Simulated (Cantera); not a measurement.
Fluorocarbon and chlorocarbon gases: CCl4 + F2

Charge: 1 mol CCl4, 0.3 mol F2, equilibrated at 29.0 Pa.

These are equilibrium values from Cantera (NASA tables, ideal gas, pure condensed phases), not measurements of a reactor. Candidate condensed phases: C; 27 gas species. Gases not in the tables: C2F6 and larger saturated fluorocarbons. Rates play no part.

From 1375 K to 1975 K the condensed part is C(graphite). The main C-bearing gas is CF4 at 1375 K and CF2 at 1975 K. The share of C in condensed phases is highest at 1975 K (89.0 %) and lowest at 1775 K (84.2 %).

| T (K) | log p Cl | log p Cl2 | log p F | log p CF4 | log p CF2 | log p CClF3 | log p CF | n C(graphite) |
|---|---|---|---|---|---|---|---|---|
| 1375 | -3.69 | -4.13 | -7.93 | -4.89 | -7.70 | -6.56 | -12.25 | 0.849 |
| 1475 | -3.60 | -4.58 | -7.13 | -4.95 | -7.01 | -6.85 | -11.01 | 0.849 |
| 1575 | -3.57 | -5.09 | -6.43 | -4.98 | -6.40 | -7.14 | -9.93 | 0.848 |
| 1675 | -3.56 | -5.57 | -5.81 | -5.03 | -5.87 | -7.43 | -8.98 | 0.846 |
| 1775 | -3.56 | -6.02 | -5.28 | -5.15 | -5.44 | -7.75 | -8.16 | 0.842 |
| 1875 | -3.57 | -6.44 | -4.87 | -5.49 | -5.18 | -8.22 | -7.49 | 0.850 |
| 1975 | -3.59 | -6.83 | -4.63 | -6.29 | -5.19 | -9.02 | -7.01 | 0.890 |
log p: log10 of the partial pressure in bar; n: condensed amount in mol.
